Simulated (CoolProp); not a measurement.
A single-stage vapour-compression cycle with R115: evaporating at 197.15 K (dew point), condensing at 231.15 K (bubble point), superheat 0 K, subcooling 5 K, compressor efficiency 0.75, no pressure losses. Each further row changes one setting.

The numbers come from the reference Helmholtz-energy equation of state, Lemmon 2016 in CoolProp.

```
case                              cooling COP  pressure ratio  discharge temperature (K)  refrigerating effect (kJ/kg)  volumetric capacity (kJ/m³)
--------------------------------  -----------  --------------  -------------------------  ----------------------------  ---------------------------
as stated                                3.92            6.58                      246.0                           112                          145
evaporating temperature 202.15 K         4.82             [?]                      243.0                           [?]                          201
condensing temperature 226.15 K          4.71             [?]                        [?]                           117                          151
subcooling 10 K                           [?]            6.58                      246.0                           117                          151
superheat 10 K                            [?]            6.58                        [?]                           118                          145
compressor efficiency 0.65               3.40            6.58                        [?]                           112                          145
```

Q: Some entries are withheld; supply them.

A: 
- evaporating temperature 202.15 K, pressure ratio: 4.76
- evaporating temperature 202.15 K, refrigerating effect (kJ/kg): 115
- condensing temperature 226.15 K, pressure ratio: 5.20
- condensing temperature 226.15 K, discharge temperature (K): 239.7
- subcooling 10 K, cooling COP: 4.09
- superheat 10 K, cooling COP: 3.93
- superheat 10 K, discharge temperature (K): 257.0
- compressor efficiency 0.65, discharge temperature (K): 252.7
